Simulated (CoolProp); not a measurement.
R1233zd(E) at several states: Z from the reference equation and from simpler models built on Tc = 438.9 K, pc = 3.583 MPa, ω = 0.304; each cubic takes its own stable root.

The numbers come from the reference Helmholtz-energy equation of state, Akasaka 2022 in CoolProp.

```csv
T (K),p (MPa),phase,reference
289.8,2.68,liquid,0.1125
255,0.334,liquid,0.01509
341.9,4.84,liquid,0.1899
285.5,0.099,liquid,0.004209
300.4,0.0299,gas,0.9893
```

How far does each simpler model (van der Waals, Redlich-Kwong, Peng-Robinson) lie from the reference over these 5 states: mean and median of the absolute difference, and the worst?


- van der Waals: mean 4664.0 %, median 67.4 %, worst +23119.3 % at 285.5 K and 0.099 MPa
- Redlich-Kwong: mean 4590.1 %, median 15.5 %, worst +22903.1 % at 285.5 K and 0.099 MPa
- Peng-Robinson: mean 1.2 %, median 1.5 %, worst -1.7 % at 289.8 K and 2.68 MPa

At some of these states van der Waals, Redlich-Kwong gives the other phase, because its saturation line lies elsewhere.
